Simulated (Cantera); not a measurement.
A closed system holds: 1 mol Si2H6, a varied amount of O3, 0.31 mol H2, at 1123.15 K and 19000 Pa.

Equilibrium computed with Cantera from the NASA thermochemical tables; the gas is ideal and each condensed phase is pure. Candidate condensed phases: H2O, Si, SiO2; 18 gas species. The feed counts by its element totals alone. Mutual solubility and eutectic melting of coexisting phases are not modelled. The numbers say what is thermodynamically allowed, not how fast it happens.

Problem. Which condensed phases are stable at each of these points (n(O3) (mol)): 0.45, 0.56, 0.7, 0.88, 1.1, 1.4, 1.7, 2.2, 2.7, 3.4, 4.3?

Solution. 
| n(O3) (mol) | condensed phases | Si condensed (%) |
|---|---|---|
| 0.45 | Si(s) + SiO2(β-quartz) | 100.0 |
| 0.56 | Si(s) + SiO2(β-quartz) | 100.0 |
| 0.7 | Si(s) + SiO2(β-quartz) | 100.0 |
| 0.88 | Si(s) + SiO2(β-quartz) | 100.0 |
| 1.1 | Si(s) + SiO2(β-quartz) | 100.0 |
| 1.4 | SiO2(β-quartz) | 100.0 |
| 1.7 | SiO2(β-quartz) | 100.0 |
| 2.2 | SiO2(β-quartz) | 100.0 |
| 2.7 | SiO2(β-quartz) | 100.0 |
| 3.4 | SiO2(β-quartz) | 100.0 |
| 4.3 | SiO2(β-quartz) | 100.0 |

From 0.45 mol O3 to 1.1 mol O3 the condensed part is Si(s) + SiO2(β-quartz). From 1.4 mol O3 to 4.3 mol O3 the condensed part is SiO2(β-quartz).
